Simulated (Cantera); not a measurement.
A freely propagating, adiabatic, planar premixed flame of 53.2 % H₂, 9.84 % O₂, 37.0 % N₂, equivalence ratio 2.7, unburnt at 675 K and 130000 Pa; multicomponent transport, grid criteria slope 0.08 and curve 0.16, no radiation.

Model: the H2/O2 subset of GRI-Mech 3.0, which has no nitrogen chemistry, integrated in Cantera. Burning velocities carry a grid error of a few per cent, more on coarse grids.

Q: Predict: laminar burning velocity; thermal thickness; peak x(HO₂); peak x(OH); peak x(O).

A: 
- laminar burning velocity = 1020 cm/s
- thermal thickness = 0.362 mm
- peak x(HO₂) = 0.000226
- peak x(OH) = 0.00234
- peak x(O) = 0.00230
